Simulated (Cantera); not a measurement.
What does this Cantera script print?

```python
import numpy as np
import cantera as ct

gas = ct.Solution("gri30.yaml")
gas.TPX = 373, 500000, {'CO': 1, 'H2': 0.071, 'CH4': 0.15, 'O2': 0.597, 'N2': 2.24}
flame = ct.FreeFlame(gas, width=0.013)
flame.set_refine_criteria(ratio=3, slope=0.08, curve=0.16)
flame.transport_model = "mixture-averaged"
flame.solve(loglevel=0, auto=True)
z, T = flame.grid, flame.T
thick = (T[-1] - T[0]) / np.gradient(T, z).max()
show = ['CO', 'H2', 'CH4', 'HCO', 'C2H6', 'H2O']
print(f"laminar burning velocity  {flame.velocity[0] * 100:.3f} cm/s")
print(f"burnt temperature         {T[-1]:.1f} K")
print(f"thermal thickness         {thick * 1e3:.4f} mm")
print(f"grid points               {len(z)}")
z0 = z[flame.heat_release_rate.argmax()]
print(f"{'z/mm':>9s}{'T/K':>9s}{'u/(m/s)':>9s}" + "".join(f"{s:>11s}" for s in show))
rows = []
for k in (-3, -2, -1.5, -1, -0.5, -0.25, 0, 0.25, 0.5, 1, 2, 4, 8):
    zz = z0 + k * thick
    rows.append([k * thick, np.interp(zz, z, T), np.interp(zz, z, flame.velocity),
                 *(np.interp(zz, z, flame.X[gas.species_index(s)]) for s in show)])
    print(f"{rows[-1][0] * 1e3:9.3f}{rows[-1][1]:9.1f}{rows[-1][2]:9.3f}" + "".join(f"{x:11.3e}" for x in rows[-1][3:]))
```

Output:

```
laminar burning velocity  71.647 cm/s
burnt temperature         2332.1 K
thermal thickness         0.0746 mm
grid points               129
     z/mm      T/K  u/(m/s)         CO         H2        CH4        HCO       C2H6        H2O
   -0.224    373.0    0.716  2.464e-01  1.747e-02  3.696e-02  1.263e-19  7.488e-11  1.592e-06
   -0.149    373.3    0.717  2.464e-01  1.740e-02  3.696e-02  1.594e-17  2.174e-09  2.506e-05
   -0.112    375.2    0.720  2.464e-01  1.728e-02  3.693e-02  6.628e-16  2.265e-08  1.542e-04
   -0.075    397.0    0.762  2.461e-01  1.697e-02  3.648e-02  3.495e-13  6.041e-07  1.632e-03
   -0.037    701.9    1.348  2.389e-01  1.627e-02  2.995e-02  9.374e-08  2.811e-05  1.967e-02
   -0.019   1144.8    2.190  2.259e-01  1.578e-02  1.886e-02  5.576e-06  7.628e-05  4.416e-02
    0.000   1583.4    2.997  2.053e-01  1.429e-02  5.584e-03  3.007e-05  1.921e-05  6.846e-02
    0.019   1817.6    3.390  1.776e-01  1.155e-02  5.321e-04  1.316e-05  2.085e-07  7.814e-02
    0.037   1928.8    3.551  1.552e-01  1.059e-02  2.586e-05  2.548e-06  5.422e-10  7.827e-02
    0.075   2046.0    3.718  1.356e-01  1.109e-02  7.319e-08  1.188e-06  1.060e-14  7.710e-02
    0.149   2152.9    3.883  1.270e-01  1.105e-02  5.416e-12  7.170e-07  1.103e-21  7.970e-02
    0.298   2236.8    4.013  1.226e-01  1.042e-02  6.813e-14  3.935e-07  1.275e-25  8.351e-02
    0.597   2290.4    4.095  1.195e-01  9.978e-03  5.688e-14  2.112e-07  6.484e-26  8.614e-02
```

Detailed kinetics in Cantera: GRI-Mech 3.0 (53 species, 325 reactions). Burning velocities carry a grid error of a few per cent, more on coarse grids.
